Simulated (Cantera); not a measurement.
A perfectly stirred reactor is fed with NO : N2 = 1 : 0.57 (molar parts), at 0.0920 bar; it is held at 1898 K, and followed from long to short residence time.

Cantera simulation using GRI-Mech 3.0 (53 species, 325 reactions); the numbers are that mechanism's predictions, not measurements.

### Question
What does this change do: NO 1 to 0.28 parts?

### Answer
```csv
quantity,before,after
x(NO) at τ = 4.10 s,0.463,0.269
x(N2O) at τ = 4.10 s,7.68e-5,2.79e-5
x(O) at τ = 4.10 s,0.000306,0.000186
x(NO2) at τ = 4.10 s,0.000185,6.50e-5
x(N2) at τ = 4.10 s,0.450,0.701
x(NO) at τ = 0.200 s,0.627,0.326
x(N2O) at τ = 0.200 s,0.000152,4.24e-5
x(O) at τ = 0.200 s,0.000129,8.23e-5
x(NO2) at τ = 0.200 s,8.51e-5,3.01e-5
x(N2) at τ = 0.200 s,0.368,0.672
```
